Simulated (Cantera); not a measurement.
**Adiabatic ignition**

An adiabatic, constant-volume homogeneous reactor starts with 12.4 % CH₄, 16.5 % O₂, 62.2 % N₂, 8.93 % H₂O, equivalence ratio 1.5, at 1575 K and 29000 Pa.

Cantera simulation using GRI-Mech 3.0 (53 species, 325 reactions); the numbers are that mechanism's predictions, not measurements.

```tsv
t (s)	T (K)	P (bar)	x CH₄	x O₂	x OH	x H₂O₂	x NO₂	x NO
7.00e-6	1575	0.290	0.124	0.165	3.65e-8	5.83e-9	<1e-12	<1e-12
3.13e-5	1575	0.290	0.124	0.165	7.02e-8	5.04e-8	<1e-12	<1e-12
0.000140	1575	0.290	0.124	0.165	2.44e-7	1.78e-7	<1e-12	<1e-12
0.000626	1575	0.290	0.123	0.165	1.52e-6	3.05e-7	<1e-12	1.07e-12
0.00280	2741	0.563	<1e-12	0.00380	0.0175	1.07e-7	7.58e-8	0.00107
0.0125	2735	0.562	<1e-12	0.00344	0.0167	1.00e-7	2.45e-7	0.00360
0.0559	2735	0.562	<1e-12	0.00344	0.0167	1.00e-7	2.46e-7	0.00362
0.250	2735	0.562	<1e-12	0.00344	0.0167	1.00e-7	2.46e-7	0.00362
1.12	2735	0.562	<1e-12	0.00344	0.0167	1.00e-7	2.46e-7	0.00362
5.00	2735	0.562	<1e-12	0.00344	0.0167	1.00e-7	2.46e-7	0.00362
```
x: mole fraction; the columns are a selection and need not sum to one.

The time of steepest temperature rise is 1.94 ms, the temperature at 5.00 s is 2735 K and the equilibrium temperature is 2735 K. The x(CH₄) at 5.00 s comes out as <1e-12 (gas-phase equilibrium <1e-12). The x(O₂) at 5.00 s is 0.00344 (gas-phase equilibrium 0.00344) and the x(OH) at 5.00 s comes out as 0.0167 (gas-phase equilibrium 0.0167).
